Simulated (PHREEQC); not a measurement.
Solution (25 °C): 0.12 mol/kgw Cu(NO3)2, 3.7e-05 mol/kgw HBF4 and 0.0001 mol/kgw KCl. Closed to the air; pH follows from the charge balance.

Model: ion-association model, wateq4f.dat, run in PHREEQC.

Q: The ionic strength comes out as 0.360 mol/kgw. What activity coefficients do CuCl+, NO3-, Cu2(OH)2+2, F-, Cl- get?

A: CuCl+ 0.67, NO3- 0.64, Cu2(OH)2+2 0.29, F- 0.66, Cl- 0.67.

Precipitation was switched off in this run. Real BF4- forms and hydrolyses slowly; the run takes it at equilibrium.
